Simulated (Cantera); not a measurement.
Feed: 1 mol HMDSO, 6 mol NO, 1.7 mol N2, equilibrated at 10.5 Torr.

Cantera equilibrium calculation (NASA polynomials, part measured and part estimated; ideal gas, pure solids and liquids). Candidate condensed phases: C, C6H6, C7H8, C8H18, H2O, Si, SiC, SiO2, Si2N2O, Si3N4; 151 gas species. The feed counts by its element totals alone. Kinetics and transport are ignored. All values below are at 750 °C.

Base state: H2 0.538, N2 0.282, CO 0.179, H2O 0.000369, CH4 0.000304, CO2 0.000161 (mole fractions); condensed: C(graphite) + SiO2(β-quartz).

What changes in the equilibrium state with this change: pressure from 10.5 Torr to 105 Torr?


```
species                before    after
-------------------  --------  -------
H2                      0.538    0.534
N2                      0.282    0.284
CO                      0.179    0.174
H2O                  0.000369  0.00357
NH3                   1.47e-6  1.46e-5
CH4                  0.000304  0.00299
CO2                  0.000161  0.00152
C(graphite), mol         3.00     3.03
SiO2(β-quartz), mol      2.00     2.00
```
